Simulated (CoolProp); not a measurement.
R134a along the isotherm 261.7 K: density (kg/m³) from the reference equation and from simpler models built on Tc = 374.2 K, pc = 4.059 MPa, ω = 0.327; each cubic takes its own stable root.

Values from CoolProp's reference Helmholtz-energy equation of state, Tillner-Roth 1994.

```json
[
 {"p (MPa)": "0.0321", "phase": "gas", "reference": "1.521", "Redlich-Kwong": "1.516", "Soave-Redlich-Kwong": "1.518", "Peng-Robinson": "1.519"},
 {"p (MPa)": "0.0518", "phase": "gas", "reference": "2.471", "Redlich-Kwong": "2.458", "Soave-Redlich-Kwong": "2.462", "Peng-Robinson": "2.464"},
 {"p (MPa)": "0.0838", "phase": "gas", "reference": "4.042", "Redlich-Kwong": "4.007", "Soave-Redlich-Kwong": "4.018", "Peng-Robinson": "4.023"},
 {"p (MPa)": "0.135", "phase": "gas", "reference": "6.634", "Redlich-Kwong": "6.536", "Soave-Redlich-Kwong": "6.567", "Peng-Robinson": "6.579"},
 {"p (MPa)": "0.219", "phase": "liquid", "reference": "1332", "Redlich-Kwong": "10.83", "Soave-Redlich-Kwong": "1161", "Peng-Robinson": "1314"},
 {"p (MPa)": "0.353", "phase": "liquid", "reference": "1332", "Redlich-Kwong": "1102", "Soave-Redlich-Kwong": "1162", "Peng-Robinson": "1315"},
 {"p (MPa)": "0.571", "phase": "liquid", "reference": "1333", "Redlich-Kwong": "1104", "Soave-Redlich-Kwong": "1163", "Peng-Robinson": "1316"},
 {"p (MPa)": "0.922", "phase": "liquid", "reference": "1334", "Redlich-Kwong": "1106", "Soave-Redlich-Kwong": "1164", "Peng-Robinson": "1317"},
 {"p (MPa)": "1.49", "phase": "liquid", "reference": "1336", "Redlich-Kwong": "1110", "Soave-Redlich-Kwong": "1167", "Peng-Robinson": "1320"},
 {"p (MPa)": "2.41", "phase": "liquid", "reference": "1339", "Redlich-Kwong": "1116", "Soave-Redlich-Kwong": "1171", "Peng-Robinson": "1323"},
 {"p (MPa)": "3.89", "phase": "liquid", "reference": "1344", "Redlich-Kwong": "1124", "Soave-Redlich-Kwong": "1177", "Peng-Robinson": "1329"},
 {"p (MPa)": "6.28", "phase": "liquid", "reference": "1351", "Redlich-Kwong": "1137", "Soave-Redlich-Kwong": "1186", "Peng-Robinson": "1338"},
 {"p (MPa)": "10.1", "phase": "liquid", "reference": "1361", "Redlich-Kwong": "1155", "Soave-Redlich-Kwong": "1199", "Peng-Robinson": "1351"}
]
```

At some of these states Redlich-Kwong gives the other phase, because its saturation line lies elsewhere.
